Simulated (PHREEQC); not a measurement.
Solution A (0.32 mol H3PO4 per kg of water) is mixed with solution B (0.016 mol NH4HS and 5.8e-05 mol NaCl per kg of water) at 25 °C; shares are by mass of water, 1 kg in all. No oxygen is let in. No CO2 enters from the air. The run lets Halite precipitate or redissolve, and no other solid.

The series has 11 steps of share of solution B, from 0 to 1.

Equilibrium calculation in PHREEQC: ion-association model, phreeqc.dat.

Question: Between which two steps does the pH jump most, and from what to what?

Answer: Between share of solution B = 0.9 and 1: from 2.32 to 8.09.
